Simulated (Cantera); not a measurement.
A closed system holds: 1 mol CH3SiCl3, 0.36 mol C2H4, 770 mol H2, equilibrated at 0.0170 bar.

These are equilibrium values from Cantera (NASA tables, ideal gas, pure condensed phases), not measurements of a reactor. Candidate condensed phases: C, C6H6, C7H8, C8H18, Si, SiC; 109 gas species. The feed counts by its element totals alone. Gases not in the tables: Si2H6 and higher silanes. Kinetics and transport are ignored.

x: gas mole fraction; n: condensed amount in mol.

| T (K) | x H2 | x H | x HCl | x Si | n C(graphite) | n SiC(s) |
|---|---|---|---|---|---|---|
| 1675 | 0.995 | 0.000888 | 0.00387 | 3.43e-7 | 0.615 | 0.999 |
| 1725 | 0.995 | 0.00142 | 0.00387 | 1.01e-6 | 0.566 | 0.998 |
| 1775 | 0.994 | 0.00221 | 0.00386 | 2.77e-6 | 0.493 | 0.996 |
| 1825 | 0.993 | 0.00337 | 0.00386 | 7.21e-6 | 0.388 | 0.992 |
| 1875 | 0.991 | 0.00500 | 0.00385 | 1.78e-5 | 0.242 | 0.981 |
| 1925 | 0.988 | 0.00729 | 0.00384 | 4.21e-5 | 0.0488 | 0.958 |
| 1975 | 0.985 | ? | 0.00382 | ? | 0 | 0.897 |
| 2025 | 0.981 | 0.0146 | 0.00380 | 0.000250 | 0 | 0.759 |
| 2075 | 0.975 | ? | 0.00377 | ? | 0 | ? |
| 2125 | 0.967 | 0.0274 | 0.00373 | 0.00103 | 0 | 0 |

Question: Fill in the missing entries.

Answer: 
- 2075, x H: 0.0202
- 2075, x Si: 0.000542
- 2075, n SiC(s): 0.479
- 1975, x H: 0.0104
- 1975, x Si: 0.000105
